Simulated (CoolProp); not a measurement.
The fluid at 933.42 K and 7.92 MPa flows at 2.7 m/s in a round tube of 10 mm bore and 15 µm roughness, fully developed (64/Re and Nu = 3.66 if laminar; Colebrook and Gnielinski if turbulent). The same conditions are run with several fluids, on thermodynamics alone (safety and materials aside).

Computed with CoolProp (reference Helmholtz-energy equation of state of each fluid (carbon dioxide: Span 1996; oxygen: Schmidt 1985; dry air: Lemmon 2000; nitrogen: Span 2000)). Blends and air are pseudo-pure fits.

| fluid | Reynolds number | Darcy friction factor | pressure drop (Pa/m) | heat-transfer coefficient (W/(m² K)) | mass flow (kg/h) |
|---|---|---|---|---|---|
| carbon dioxide | 30100 | 0.0271 | 436 | 563 | 33.8 |
| oxygen | 18100 | 0.0294 | 343 | 376 | 24.4 |
| dry air | 18600 | 0.0293 | 307 | 358 | ? |
| nitrogen | ? | ? | 296 | ? | 21.2 |

Fill in the missing entries.


- dry air, mass flow (kg/h): 22.0
- nitrogen, Reynolds number: 18800
- nitrogen, Darcy friction factor: 0.0292
- nitrogen, heat-transfer coefficient (W/(m² K)): 351

Above 300 K oxygen's equation is extrapolated.

Transport values come from each fluid's own correlations.
